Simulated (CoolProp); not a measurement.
Saturated liquid density (kg/m³) of water: the reference equation beside estimates from Tc = 647.1 K, pc = 22.06 MPa, ω = 0.344.

The numbers come from the reference Helmholtz-energy equation of state, Wagner 2002 in CoolProp.

```csv
T (K),reference,van der Waals,Redlich-Kwong,Soave-Redlich-Kwong,Peng-Robinson
477.9,859.1,407.0,585.1,620.7,703.3
487.4,847.5,401.1,574.5,610.4,691.9
496.8,835.5,395.0,563.7,599.7,680.1
506.3,822.9,388.7,552.3,588.4,667.5
515.7,809.7,382.2,540.6,576.7,654.4
525.2,795.8,375.3,528.3,564.2,640.4
534.7,781.2,368.2,515.4,551.1,625.5
544.1,765.9,360.9,502.2,537.3,609.9
553.6,749.5,353.0,488.1,522.6,593.1
563,732.2,344.9,473.5,507.1,575.4
572.5,713.5,336.2,457.8,490.3,556.1
582,693.2,326.9,441.2,472.3,535.2
591.4,671.4,317.0,423.6,452.9,512.7
```

Absolute difference from the reference over all 13 rows, mean and median: van der Waals 52.8 and 52.8 %, Redlich-Kwong 34.2 and 34.0 %, Soave-Redlich-Kwong 29.7 and 29.5 %, Peng-Robinson 20.3 and 19.9 %.
